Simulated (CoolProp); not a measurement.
A closed Brayton cycle with dry air: compressor inlet 310.15 K and 5.6 MPa, high pressure 12.3 MPa, turbine inlet 940 K, compressor efficiency 0.8, turbine efficiency 0.85, recuperator effectiveness 0 (on enthalpy, no pinch check). Each further row changes one setting.

Values from CoolProp's reference Helmholtz-energy equation of state, Lemmon 2000. It is a pseudo-pure fit of the blend.

| case | thermal efficiency (%) | net work (kJ/kg) | compressor to turbine work | compressor exit (K) | turbine exit (K) |
|---|---|---|---|---|---|
| as stated | [?] | 68.4 | 0.59 | 408.5 | 793.3 |
| turbine inlet 890 K | [?] | [?] | 0.63 | 408.5 | 749.8 |
| compressor inlet 320.15 K | 11.4 | [?] | 0.61 | [?] | 793.3 |
| high pressure 10.5 MPa | 9.8 | 59.2 | [?] | 386.9 | [?] |
| recuperator effectiveness 0.5 | [?] | 68.4 | 0.59 | 408.5 | 793.3 |

**Question.** Fill in the missing entries.

**Answer.** 
- as stated, thermal efficiency (%): 11.7
- turbine inlet 890 K, thermal efficiency (%): 11.2
- turbine inlet 890 K, net work (kJ/kg): 59.4
- compressor inlet 320.15 K, net work (kJ/kg): 64.9
- compressor inlet 320.15 K, compressor exit (K): 421.6
- high pressure 10.5 MPa, compressor to turbine work: 0.57
- high pressure 10.5 MPa, turbine exit (K): 820.8
- recuperator effectiveness 0.5, thermal efficiency (%): 18.0
